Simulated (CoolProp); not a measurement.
Vapour-liquid equilibrium of propylene (1) + R22 (2) at 60.85 °C; x and y are mole fractions of (1).

Model: multi-fluid Helmholtz-energy mixture model, Lemmon 2013 and Kamei 1995; pair parameters Bell 2016, in CoolProp.

```csv
x,"bubble pressure, mixture model (MPa)","bubble pressure, Raoult's law (MPa)","y, mixture model","y, Raoult's law"
0.05,2.511,2.477,0.058,0.052
0.15,2.575,2.487,0.167,0.155
0.25,2.626,2.497,0.269,0.257
0.35,2.662,2.507,0.366,0.359
0.45,2.685,2.517,0.459,0.460
0.55,2.696,2.527,0.552,0.560
0.65,2.693,2.537,0.645,0.659
0.75,2.676,2.547,0.740,0.757
0.85,2.646,2.557,0.840,0.855
0.95,2.601,2.567,0.945,0.952
```

The largest gap from Raoult's law is +6.7 % in bubble pressure, at x = 0.45. y crosses x between x = 0.55 and 0.65: the model has an azeotrope there.

Pair parameters are fitted to limited data, so mixtures are less certain than the pure fluids.
